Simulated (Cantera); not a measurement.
Premixed flame

A freely propagating, adiabatic, planar premixed flame of 14.5 % CH₄, 4.48 % CO, 20.8 % O₂, 60.3 % N₂, equivalence ratio 1.5, unburnt at 325 K and 100000 Pa; multicomponent+Soret transport, grid criteria slope 0.08 and curve 0.16, no radiation.

Cantera simulation using GRI-Mech 3.0 (53 species, 325 reactions); the numbers are that mechanism's predictions, not measurements. Burning velocities carry a grid error of a few per cent, more on coarse grids.

```json
[
 {"z (mm)": "-1.60", "T (K)": "325", "u (m/s)": "0.338", "x CH₄": "0.144", "x CO": "0.0448", "x O₂": "0.208", "x HCO": "<1e-8", "x C₂H₂": "<1e-8", "x CH₂CO": "<1e-8"},
 {"z (mm)": "-1.07", "T (K)": "327", "u (m/s)": "0.341", "x CH₄": "0.144", "x CO": "0.0447", "x O₂": "0.207", "x HCO": "<1e-8", "x C₂H₂": "1.72e-7", "x CH₂CO": "1.71e-8"},
 {"z (mm)": "-0.800", "T (K)": "339", "u (m/s)": "0.355", "x CH₄": "0.141", "x CO": "0.0447", "x O₂": "0.206", "x HCO": "<1e-8", "x C₂H₂": "1.76e-6", "x CH₂CO": "2.35e-7"},
 {"z (mm)": "-0.533", "T (K)": "457", "u (m/s)": "0.483", "x CH₄": "0.130", "x CO": "0.0473", "x O₂": "0.198", "x HCO": "<1e-8", "x C₂H₂": "3.37e-5", "x CH₂CO": "7.43e-6"},
 {"z (mm)": "-0.267", "T (K)": "1029", "u (m/s)": "1.12", "x CH₄": "0.0874", "x CO": "0.0674", "x O₂": "0.146", "x HCO": "3.13e-7", "x C₂H₂": "0.000383", "x CH₂CO": "0.000130"},
 {"z (mm)": "-0.133", "T (K)": "1478", "u (m/s)": "1.64", "x CH₄": "0.0489", "x CO": "0.0900", "x O₂": "0.0930", "x HCO": "8.33e-6", "x C₂H₂": "0.000919", "x CH₂CO": "0.000325"},
 {"z (mm)": "0", "T (K)": "1866", "u (m/s)": "2.10", "x CH₄": "0.0142", "x CO": "0.113", "x O₂": "0.0390", "x HCO": "2.66e-5", "x C₂H₂": "0.00178", "x CH₂CO": "0.000281"},
 {"z (mm)": "0.133", "T (K)": "2048", "u (m/s)": "2.32", "x CH₄": "0.00229", "x CO": "0.121", "x O₂": "0.0110", "x HCO": "1.48e-5", "x C₂H₂": "0.00131", "x CH₂CO": "6.15e-5"},
 {"z (mm)": "0.267", "T (K)": "2102", "u (m/s)": "2.38", "x CH₄": "0.000393", "x CO": "0.120", "x O₂": "0.00284", "x HCO": "4.04e-6", "x C₂H₂": "0.000536", "x CH₂CO": "1.24e-5"},
 {"z (mm)": "0.533", "T (K)": "2126", "u (m/s)": "2.40", "x CH₄": "2.40e-5", "x CO": "0.116", "x O₂": "0.000305", "x HCO": "4.35e-7", "x C₂H₂": "8.15e-5", "x CH₂CO": "1.33e-6"},
 {"z (mm)": "1.07", "T (K)": "2137", "u (m/s)": "2.41", "x CH₄": "6.67e-7", "x CO": "0.115", "x O₂": "9.80e-5", "x HCO": "1.48e-7", "x C₂H₂": "3.84e-6", "x CH₂CO": "5.77e-8"},
 {"z (mm)": "2.13", "T (K)": "2150", "u (m/s)": "2.42", "x CH₄": "<1e-8", "x CO": "0.115", "x O₂": "6.01e-5", "x HCO": "1.12e-7", "x C₂H₂": "4.12e-8", "x CH₂CO": "<1e-8"},
 {"z (mm)": "4.27", "T (K)": "2161", "u (m/s)": "2.43", "x CH₄": "<1e-8", "x CO": "0.115", "x O₂": "3.14e-5", "x HCO": "8.08e-8", "x C₂H₂": "<1e-8", "x CH₂CO": "<1e-8"}
]
```
x: mole fraction of selected species; z is measured from the peak of heat release.

```json
{
  "laminar_burning_velocity": "33.8 cm/s",
  "thermal_thickness": "0.533 mm",
  "peak x(HCO)": "2.68e-5",
  "peak x(C₂H₂)": "0.00182",
  "peak x(CH₂CO)": "0.000373",
  "grid_points": "154"
}
```
